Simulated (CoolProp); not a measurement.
The numbers come from the reference Helmholtz-energy equation of state, Schmidt 1985 in CoolProp.

Problem. Give the vapour pressure (MPa), liquid density (kg/m³), liquid cp (kJ/(kg K)), surface tension (mN/m) of saturated oxygen at -161.95 °C.

Solution. 
```json
[
 {"T (°C)": "-161.95", "p (MPa)": "0.590", "liquid density (kg/m³)": "1030", "liquid cp (kJ/(kg K))": "1.82", "surface tension (mN/m)": "8.10"}
]
```

Surface tension comes from a separate correlation (Mulero 2012).
